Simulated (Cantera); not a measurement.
Charge: 1 mol MgO, 0.54 mol SO2, 0.74 mol H2O, 1.2 mol SO3, held at 1402 °C and 1300000 Pa.

These are equilibrium values from Cantera (NASA tables, ideal gas, pure condensed phases), not measurements of a reactor. Kinetics and transport are ignored.

| species | before | after |
|---|---|---|
| H2O | 0.242 | 0.527 |
| SO2 | 0.554 | 0.472 |
| H2 | 2.38e-6 | 0.000291 |
| O2 | 0.189 | 6.00e-5 |
| SO3 | 0.0146 | 0.000222 |
| SO | 1.56e-6 | 7.45e-5 |
| OH | 0.000244 | 4.81e-5 |
| MgO(s), mol | 1.000 | 1.000 |
Gas species are given as mole fractions.

### Question
What was changed between the two runs?
A) temperature from 1402 °C to 1025 °C
B) temperature from 1402 °C to 800 °C
C) temperature from 1402 °C to 1675 °C
D) 1.2 mol H2 added

### Answer
D, 1.2 mol H2 added
